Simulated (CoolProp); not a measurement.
A Linde-Hampson liquefier for oxygen: isothermal reversible compression at 200 K from 1 atm to 40 MPa, throttling to 1 atm, return gas leaving the recuperator 5 K below the feed. Each further row changes one setting.

Values from CoolProp's reference Helmholtz-energy equation of state, Schmidt 1985.

| case | liquid yield per pass | compression work (kJ/kg of gas) |
|---|---|---|
| as stated | ? | 275 |
| high pressure 80 MPa | ? | 321 |
| warm-end temperature 230 K | ? | ? |
| warm-end gap 10 K | ? | 275 |

### Question
What belongs in the gaps?

### Answer

- as stated, liquid yield per pass: 0.367
- high pressure 80 MPa, liquid yield per pass: 0.328
- warm-end temperature 230 K, liquid yield per pass: 0.280
- warm-end temperature 230 K, compression work (kJ/kg of gas): 332
- warm-end gap 10 K, liquid yield per pass: 0.358
